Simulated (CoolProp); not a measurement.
Vapour-liquid equilibrium of R227EA (1) + isobutene (2) at 0.00359 MPa; x and y are mole fractions of (1).

Computed with CoolProp (multi-fluid Helmholtz-energy mixture model, Lemmon 2016 and Lemmon 2005; pair parameters Bell 2016).

| x | bubble temperature, mixture model (K) | bubble temperature, Raoult's law (K) | y, mixture model | y, Raoult's law |
|---|---|---|---|---|
| 0.05 | 199.7 | 203.4 | 0.289 | 0.066 |
| 0.15 | 196.7 | 203.0 | 0.473 | 0.192 |
| 0.25 | 195.9 | 202.6 | 0.524 | 0.309 |
| 0.35 | 195.7 | 202.2 | 0.539 | 0.419 |
| 0.45 | 195.7 | 201.8 | 0.543 | 0.523 |
| 0.55 | 195.7 | 201.4 | 0.548 | 0.620 |
| 0.65 | 195.7 | 201.0 | 0.563 | 0.713 |
| 0.75 | 195.9 | 200.7 | 0.600 | 0.800 |
| 0.85 | 196.7 | 200.3 | 0.678 | 0.883 |
| 0.95 | 198.4 | 200.0 | 0.846 | 0.962 |

The largest gap from Raoult's law is -6.7 K in bubble temperature, at x = 0.25. y crosses x between x = 0.45 and 0.55: the model has an azeotrope there.

The pair parameters rest on a limited set of measurements; away from them the model extrapolates.
